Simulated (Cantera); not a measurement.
A Cantera script and what it prints.

```python
import numpy as np
import cantera as ct

gas_names = """
    C CH CH2 CH3 CH2OH CH3O CH4 CH3OH CO CO2 COOH C2 C2H CHCO,ketyl C2H2,acetylene C2H2,vinylidene
    CH2CO,ketene C2H3,vinyl CH3CO,acetyl C2H4 C2H4O,ethylen CH3CHO,ethanal CH3COOH (HCOOH)2 C2H5 C2H6
    CH3OCH3 C2H5OH C2O C3 C3H3,propargyl C3H4,allene C3H4,propyne C3H4,cyclo- C3H5,allyl C3H6,propylene
    C3H6,cyclo- C3H6O C3H7,n-propyl C3H7,i-propyl C3H8 C3H8O,1propanol C3H8O,2propanol C3O2 C4 C4H2
    C4H4,1,3-cyclo- C4H6,butadiene C4H6,2-butyne C4H6,cyclo- C4H8,1-butene C4H8,cis2-buten
    C4H8,tr2-butene C4H8,isobutene C4H8,cyclo- (CH3COOH)2 C4H9,n-butyl C4H9,i-butyl C4H9,s-butyl
    C4H9,t-butyl C4H10,isobutane C4H10,n-butane C5 C5H6,1,3cyclo- C5H8,cyclo- C5H10,1-pentene
    C5H10,cyclo- C5H11,pentyl C5H11,t-pentyl C5H12,n-pentane C5H12,i-pentane CH3C(CH3)2CH3 C6H2
    C6H5,phenyl C6H5O,phenoxy C6H6 C6H5OH,phenol C6H10,cyclo- C6H12,1-hexene C6H12,cyclo- C6H13,n-hexyl
    C7H7,benzyl C7H8 C7H8O,cresol C7H14,1-heptene C7H15,n-heptyl C7H16,n-heptane C8H8,styrene
    C8H10,ethylbenz C8H16,1-octene C8H17,n-octyl C8H18,isooctane C8H18,n-octane C9H19,n-nonyl
    C10H8,naphthale C10H21,n-decyl C12H9,o-bipheny C12H10,bipheny H HCO HO2 H2 HCHO,formaldehy HCOOH H2O
    H2O2 K KH KO KOH K2 K2O2H2 O OH O2 O3
""".split()
cond_names = """
    C(gr) C6H6(L) C7H8(L) C8H18(L),n-octa H2O(s) H2O(L) K(cr) K(L) KOH(a) KOH(b) KOH(L) KO2(s) K2CO3(s)
    K2CO3(L) K2O(s) K2O2(s)
""".split()


def load(file, names, dense=False):
    # The tables refer to 1 bar. Condensed volumes are neglected.
    table = {s.name: s for s in ct.Species.list_from_file(file)}
    out = []
    for n in names:
        d = dict(table[n].input_data)
        d["thermo"] = dict(d["thermo"], **{"reference-pressure": 1e5})
        if dense:
            d["equation-of-state"] = {"model": "constant-volume", "density": "1e6 g/cm^3"}
        out.append(ct.Species.from_dict(d))
    return out


gas = ct.Solution(thermo="ideal-gas", species=load("nasa_gas.yaml", gas_names))
cond = {s.name: ct.Solution(thermo="fixed-stoichiometry", species=[s], name=s.name)
        for s in load("nasa_condensed.yaml", cond_names, dense=True)}
atoms = {
    'K2CO3': {'K': 2, 'C': 1, 'O': 3},
    'H2': {'H': 2},
    'H2O': {'H': 2, 'O': 1},
}
top_T = {'C(gr)': 4500, 'KO2(s)': 780, 'K2O(s)': 1000, 'K2O2(s)': 760}  # K; cautious upper limits of use, not melting points


def equilibrate(T, P, feed):
    n = {}
    for name, mol in feed.items():
        for a, k in atoms[name].items():
            n[a] = n.get(a, 0.0) + k * mol
    gas.TPX = T, P, n
    mass = sum(n.values()) * gas.mean_molecular_weight
    gas.equilibrate("TP")
    valid = [c for c in cond.values() if c.min_temp <= T <= top_T.get(c.name, c.max_temp)]
    mix = ct.Mixture([(gas, mass / gas.mean_molecular_weight)] + [(c, 0.0) for c in valid])
    mix.T, mix.P = T, P
    mix.equilibrate("TP", solver="vcs", rtol=1e-11, max_steps=5000)
    return mix


results = []
T = 1498.15  # K
P = 1000  # Pa
for m in [0.093, 0.13, 0.18, 0.26, 0.36, 0.5, 0.7, 0.98, 1.4]:
    feed = {'K2CO3': 1, 'H2': m, 'H2O': 0.084}  # mol
    mix = equilibrate(T, P, feed)
    results.append((T, P, feed, dict(zip(mix.species_names, mix.species_moles))))

top = {s: max(r[3][s] / sum(r[3][g] for g in gas_names) for r in results) for s in gas_names}
cols = sorted((s for s in top if top[s] > 1e-06), key=lambda s: -top[s])[:9]
seen = [c for c in cond_names if any(r[3].get(c, 0) > 1e-12 for r in results)]
print("log10 of partial pressures in bar; condensed amounts in mol")
print(f"{'n(H2)':>10s}" + "".join(f"{s[:9]:>10s}" for s in cols + seen))
for T, P, feed, n in results:
    ng = sum(n[g] for g in gas_names)
    print(f"{feed['H2']:10.4g}" + "".join(f"{np.log10(max(n[s] / ng * P / 1e5, 1e-99)):10.3f}" for s in cols)
          + "".join(f"{n.get(c, 0):10.4g}" for c in seen))
```

Output:

```
log10 of partial pressures in bar; condensed amounts in mol
     n(H2)       KOH         K       CO2       H2O        CO        H2        O2        KO    K2O2H2  K2CO3(L)
     0.093    -2.404    -2.583    -2.484    -4.851    -5.863    -8.642    -3.886    -5.177    -6.108    0.7076
      0.13    -2.418    -2.559    -2.482    -4.878    -5.814    -8.621    -3.982    -5.202    -6.136    0.6338
      0.18    -2.431    -2.539    -2.482    -4.905    -5.772    -8.607    -4.064    -5.223    -6.163    0.5327
      0.26    -2.446    -2.520    -2.481    -4.932    -5.733    -8.596    -4.141    -5.242    -6.192      0.37
      0.36    -2.456    -2.507    -2.481    -4.953    -5.705    -8.590    -4.195    -5.256    -6.213    0.1657
       0.5    -2.475    -2.499    -2.493    -3.643    -4.354    -5.916    -6.923    -6.612    -6.251         0
       0.7    -2.595    -2.467    -2.577    -2.993    -3.483    -4.312    -8.831    -7.534    -6.490         0
      0.98    -2.708    -2.463    -2.698    -2.778    -3.155    -3.646    -9.731    -7.980    -6.717         0
       1.4    -2.837    -2.478    -2.868    -2.663    -2.984    -3.189   -10.414    -8.337    -6.974         0
```

Equilibrium computed with Cantera from the NASA thermochemical tables; the gas is ideal and each condensed phase is pure.
